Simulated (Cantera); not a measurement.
A closed system holds: 1 mol SiC, 0.0072 mol H₂O, 27 mol H₂, 1.7 mol N₂O, held at 0.660 Torr.

These are equilibrium values from Cantera (NASA tables, ideal gas, pure condensed phases), not measurements of a reactor. Candidate condensed phases: C, C₆H₆, C₇H₈, C₈H₁₈, H₂O, Si, SiC, SiO₂, Si₂N₂O, Si₃N₄; 151 gas species. Gases not in the tables: Si₂H₆ and higher silanes. Kinetics and transport are ignored.

Q: Which condensed phases are stable at each of these points (T (K)): 1448, 1498, 1548, 1598, 1648, 1698, 1748, 1798, 1848, 1898, 1948, 1998, 2048?

A: 
```
T (K)  condensed phases  Si condensed (%)
-----  ----------------  ----------------
1448          Si₂N₂O(s)              58.6
1498          Si₂N₂O(s)              58.5
1548             SiC(s)              14.6
1598             SiC(s)              14.6
1648             SiC(s)              14.5
1698             SiC(s)              14.3
1748             SiC(s)              13.8
1798             SiC(s)              12.6
1848             SiC(s)              10.2
1898             SiC(s)               5.1
1948           gas only               0.0
1998           gas only               0.0
2048           gas only               0.0
```

From 1448 K to 1498 K the condensed part is Si₂N₂O(s). From 1548 K to 1898 K the condensed part is SiC(s). From 1948 K to 2048 K nothing is condensed.
